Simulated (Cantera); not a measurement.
A perfectly stirred reactor is fed with 33.5 % H2, 14.0 % O2, 52.6 % N2, equivalence ratio 1.2, at 7.60 bar; it is adiabatic with a 600 K inlet, and is followed from long to short residence time, starting on the burning branch (τ in s: 0.18, 0.09, 0.044, 0.022, 0.011, 0.0053, 0.0026, 0.0013, 0.00063, 0.00031, 0.00015, 7.6e-05).

Cantera simulation using GRI-Mech 3.0 (53 species, 325 reactions); the numbers are that mechanism's predictions, not measurements. The hydrogen kinetics of GRI-Mech 3.0 are dated; newer H2 mechanisms differ, most at raised pressure.

Problem. Predict: blow-out, bracketed by the residence times tried; x(H2) at τ = 0.180 s; x(O2) at τ = 0.180 s; x(NO2) at τ = 0.180 s; x(NO) at τ = 0.180 s; x(HO2) at τ = 0.180 s; x(H2) at τ = 2.60 ms; x(O2) at τ = 2.60 ms; x(NO2) at τ = 2.60 ms; x(NO) at τ = 2.60 ms; x(HO2) at τ = 2.60 ms.

Solution. 
```json
{
 "blow_out_bracketed_by_the_residence_times_tried": "burning at 76.0 µs, the shortest tried",
 "x(H2) at τ = 0.180 s": "0.0660",
 "x(O2) at τ = 0.180 s": "0.000270",
 "x(NO2) at τ = 0.180 s": "6.73e-8",
 "x(NO) at τ = 0.180 s": "0.000847",
 "x(HO2) at τ = 0.180 s": "3.66e-7",
 "x(H2) at τ = 2.60 ms": "0.0662",
 "x(O2) at τ = 2.60 ms": "0.000442",
 "x(NO2) at τ = 2.60 ms": "5.94e-8",
 "x(NO) at τ = 2.60 ms": "0.000670",
 "x(HO2) at τ = 2.60 ms": "5.81e-7"
}
```
